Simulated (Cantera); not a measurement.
Mixture: 7.28 % C2H4, 18.2 % O2, 68.5 % N2, 6.05 % H2O, at 7.30 bar, adiabatic and at constant pressure. Ignition delay is the time to a rise of 400 K.

Cantera simulation using GRI-Mech 3.0 (53 species, 325 reactions); the numbers are that mechanism's predictions, not measurements. GRI-Mech 3.0 was tuned for natural gas; its chemistry of ethylene as a main component is partial and can be far from experiment.

Predict: delay at 1073 K; delay at 1148 K; delay at 1223 K; delay at 1298 K; delay at 1373 K; delay at 1448 K; delay at 1523 K; apparent activation energy between 1373 and 1523 K.


```
Property                                                 Value
--------------------------------------------------  ----------
delay at 1073 K                                        8.01 ms
delay at 1148 K                                        2.00 ms
delay at 1223 K                                       0.417 ms
delay at 1298 K                                        92.8 µs
delay at 1373 K                                        24.5 µs
delay at 1448 K                                        9.63 µs
delay at 1523 K                                        5.40 µs
apparent activation energy between 1373 and 1523 K  180 kJ/mol
```
